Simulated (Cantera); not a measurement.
A closed system holds: 1 mol SiH2Cl2, 0.51 mol H2O, 2.6 mol H2, equilibrated at 1300 Pa.

Cantera equilibrium calculation (NASA polynomials, part measured and part estimated; ideal gas, pure solids and liquids). Candidate condensed phases: H2O, Si, SiO2; 30 gas species. Mutual solubility and eutectic melting of coexisting phases are not modelled. The tables hold silica as quartz up to 1696 K and as liquid above; real silica turns to tridymite and cristobalite and melts near 1996 K. Gases not in the tables: Si2H6 and higher silanes. Rates play no part.

Problem. Which condensed phases are stable at each of these points (T (K)): 923, 1123, 1323, 1523, 1723, 1923, 2123?

Solution. 
| T (K) | condensed phases | Si condensed (%) |
|---|---|---|
| 923 | Si(s) + SiO2(β-quartz) | 49.5 |
| 1123 | Si(s) + SiO2(β-quartz) | 52.9 |
| 1323 | Si(s) + SiO2(β-quartz) | 46.3 |
| 1523 | SiO2(β-quartz) | 9.4 |
| 1723 | gas only | 0.0 |
| 1923 | gas only | 0.0 |
| 2123 | gas only | 0.0 |

From 923 K to 1323 K the condensed part is Si(s) + SiO2(β-quartz). At 1523 K the condensed part is SiO2(β-quartz). From 1723 K to 2123 K nothing is condensed.
